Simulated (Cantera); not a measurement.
## Premixed flame

A freely propagating, adiabatic, planar premixed flame of CO : H2 : CH4 : O2 : N2 : CO2 = 1 : 1 : 0.1 : 0.857 : 3.09 : 0.13 (molar parts), equivalence ratio 1.4, unburnt at 648 K and 0.133 bar; mixture-averaged transport, grid criteria slope 0.08 and curve 0.16, no radiation.

Computed with Cantera and GRI-Mech 3.0 (53 species, 325 reactions). Burning velocities carry a grid error of a few per cent, more on coarse grids.

```tsv
z (mm)	T (K)	u (m/s)	x CO	x H2	x CH4	x O2	x C2H	x C2H2
-11.2	648	5.30	0.162	0.162	0.0162	0.139	<1e-8	<1e-8
-7.50	648	5.30	0.162	0.162	0.0162	0.139	<1e-8	<1e-8
-5.62	648	5.30	0.162	0.162	0.0162	0.139	<1e-8	<1e-8
-3.75	649	5.30	0.162	0.162	0.0162	0.139	<1e-8	<1e-8
-1.87	683	5.57	0.162	0.157	0.0162	0.138	<1e-8	<1e-8
-0.937	805	6.53	0.161	0.141	0.0155	0.133	<1e-8	1.60e-8
0	1167	9.43	0.161	0.0919	0.00518	0.0967	<1e-8	6.74e-7
0.937	1378	11.1	0.144	0.0427	6.95e-5	0.0471	<1e-8	1.21e-8
1.87	1459	11.7	0.126	0.0332	4.66e-7	0.0318	<1e-8	<1e-8
3.75	1553	12.3	0.108	0.0355	<1e-8	0.0240	<1e-8	<1e-8
7.50	1655	13.0	0.103	0.0379	<1e-8	0.0208	<1e-8	<1e-8
15.0	1773	13.8	0.107	0.0379	<1e-8	0.0193	<1e-8	<1e-8
30.0	1908	14.7	0.110	0.0368	<1e-8	0.0171	<1e-8	<1e-8
```
x: mole fraction of selected species; z is measured from the peak of heat release.

```yaml
laminar_burning_velocity: 530 cm/s
thermal_thickness: 3.75 mm
peak x(C2H): <1e-8
peak x(C2H2): 6.76e-7
grid_points: 190
```
